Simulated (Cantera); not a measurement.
Input: 1 mol Ni, 0.55 mol NH₃, 140 mol N₂, held at 1300 K and 1800000 Pa.

Cantera equilibrium calculation (NASA polynomials, part measured and part estimated; ideal gas, pure solids and liquids). Candidate condensed phases: Ni; 10 gas species. The numbers say what is thermodynamically allowed, not how fast it happens.

Question: What is the equilibrium state?

Answer: 
| Quantity | Result |
|---|---|
| x(N₂) | 0.994 |
| x(H₂) | 0.00585 |
| n(Ni(s)) | 1.00 mol |
| gas amount | 141.1 mol |
